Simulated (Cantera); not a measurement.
Input: 1 mol C₂H₄, 0.44 mol NH₃, 0.45 mol N₂, equilibrated at 2748 K and 0.370 bar.

These are equilibrium values from Cantera (NASA tables, ideal gas, pure condensed phases), not measurements of a reactor. Rates play no part.

| species | before | after |
|---|---|---|
| H | 0.0916 | 0.698 |
| H₂ | 0.673 | 0.141 |
| N₂ | 0.168 | 0.115 |
| C₃ | 4.44e-5 | 0.0123 |
| C₂H₂ (acetylene) | 0.0188 | 0.00393 |
| HCN | 0.0418 | 0.0158 |
| CH₄ | 1.75e-5 | 2.76e-9 |
| C₂ | 4.30e-6 | 0.00119 |
| C | 9.98e-6 | 0.00277 |
| C₅ | 3.54e-7 | 9.81e-5 |
| C₄ | 6.87e-8 | 1.91e-5 |
| CH₃ | 4.04e-5 | 2.32e-7 |
| C(graphite), mol | 1.69 | 1.58 |
Gas species are given as mole fractions.

Task: Name the change that produced these shifts.
A) temperature from 2748 K to 1323.15 K
B) pressure from 0.370 bar to 0.100 bar
C) pressure from 0.370 bar to 0.0180 bar
D) pressure from 0.370 bar to 0.00133 bar

Result: D, pressure from 0.370 bar to 0.00133 bar
